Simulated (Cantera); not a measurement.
## Hydrocarbon pyrolysis for carbon deposition

An isothermal, constant-pressure homogeneous reactor starts with CH4 : H2 = 1 : 4.2 (molar parts), at 1525 K and 0.0900 Torr.

Cantera simulation using GRI-Mech 3.0 (53 species, 325 reactions); the numbers are that mechanism's predictions, not measurements. GRI-Mech 3.0 stops at C3 and has no aromatics, soot or wall deposition, so with more carbon than oxygen in the feed, carbon stays in small species such as C2H2 where larger ones or solid carbon would form. Radical loss at walls, strong at low pressure, is not modelled.

| t (s) | x CH4 | x H2 | x C2H2 | x CH2 | x C2H4 | x C2H6 | x H |
|---|---|---|---|---|---|---|---|
| 0.000400 | 0.192 | 0.808 | <1e-12 | <1e-12 | <1e-12 | <1e-12 | 1.02e-8 |
| 0.00150 | 0.192 | 0.808 | <1e-12 | <1e-12 | <1e-12 | <1e-12 | 3.22e-8 |
| 0.00565 | 0.192 | 0.808 | <1e-12 | <1e-12 | <1e-12 | <1e-12 | 8.30e-8 |
| 0.0213 | 0.192 | 0.808 | <1e-12 | <1e-12 | 1.38e-12 | <1e-12 | 2.31e-7 |
| 0.0799 | 0.192 | 0.808 | <1e-12 | 2.51e-12 | 1.07e-10 | 1.69e-11 | 7.83e-7 |
| 0.300 | 0.192 | 0.808 | 2.08e-11 | 3.92e-11 | 6.33e-9 | 8.60e-10 | 2.86e-6 |
| 1.13 | 0.192 | 0.808 | 4.91e-9 | 5.63e-10 | 3.42e-7 | 2.97e-8 | 1.07e-5 |
| 4.25 | 0.192 | 0.808 | 1.42e-6 | 7.90e-9 | 1.74e-5 | 5.91e-7 | 4.07e-5 |
| 16.0 | 0.189 | 0.809 | 0.000542 | 1.26e-7 | 0.000648 | 8.19e-6 | 0.000180 |
| 60.0 | 0.128 | 0.844 | 0.0254 | 3.76e-7 | 0.00111 | 1.20e-5 | 0.000425 |
x: mole fraction; the columns are a selection and need not sum to one.

Equilibrium at this temperature and pressure: CH4 1.94e-5, H2 0.917, C2H2 0.0806, CH2 1.73e-9, C2H4 1.95e-6, C2H6 1.54e-12, H 0.00208 (gas phase only).
